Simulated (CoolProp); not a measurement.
Vapour-liquid equilibrium of cyclohexane (1) + dimethyl carbonate (2) at 470.6 K; x and y are mole fractions of (1).

Model: multi-fluid Helmholtz-energy mixture model, Zhou 2014 and Zhou 2011; pair parameters Bell 2016, in CoolProp.

```
x     bubble pressure, mixture model (bar)  bubble pressure, Raoult's law (bar)  y, mixture model  y, Raoult's law
----  ------------------------------------  -----------------------------------  ----------------  ---------------
0.05                                 13.67                                12.87             0.092            0.050
0.15                                 14.90                                12.88             0.228            0.151
0.25                                 15.70                                12.88             0.326            0.251
0.35                                 16.20                                12.89             0.405            0.351
0.45                                 16.44                                12.89             0.473            0.451
0.55                                 16.47                                12.90             0.537            0.551
0.65                                 16.29                                12.90             0.604            0.651
0.75                                 15.84                                12.91             0.680            0.751
0.85                                 15.06                                12.91             0.774            0.851
0.95                                 13.80                                12.92             0.907            0.950
```

The largest gap from Raoult's law is +27.7 % in bubble pressure, at x = 0.55. y crosses x between x = 0.45 and 0.55: the model has an azeotrope there.

Pair parameters are fitted to limited data, so mixtures are less certain than the pure fluids.
